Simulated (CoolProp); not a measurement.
Vapour-liquid equilibrium of R125 (1) + R236FA (2) at 0.0134 MPa; x and y are mole fractions of (1).

Model: multi-fluid Helmholtz-energy mixture model, Lemmon 2005 and Pan 2012; pair parameters Bell 2016, in CoolProp.

| x | bubble temperature (K) | y at the bubble point | dew temperature at overall composition x (K) | liquid density (mol/L) |
|---|---|---|---|---|
| 0.05 | 224.9 | 0.383 | 230.9 | 10.52 |
| 0.15 | 215.5 | 0.712 | 229.3 | 10.90 |
| 0.25 | 209.4 | 0.840 | ___ | 11.24 |
| 0.35 | 205.0 | 0.902 | 225.6 | 11.55 |
| 0.45 | 201.7 | 0.937 | 223.4 | 11.86 |
| 0.55 | ___ | 0.959 | 220.8 | 12.16 |
| 0.65 | 196.8 | 0.973 | 217.7 | 12.47 |
| 0.75 | 194.9 | 0.984 | 213.9 | 12.78 |
| 0.85 | 193.3 | 0.992 | 208.8 | 13.09 |
| 0.95 | 191.8 | 0.998 | 200.2 | ___ |

Problem. What belongs in the gaps?

Solution. 
- 0.25, dew temperature at overall composition x (K): 227.6
- 0.55, bubble temperature (K): 199.0
- 0.95, liquid density (mol/L): 13.42

No azeotrope shows between x = 0.05 and 0.95.

The pair parameters rest on a limited set of measurements; away from them the model extrapolates.
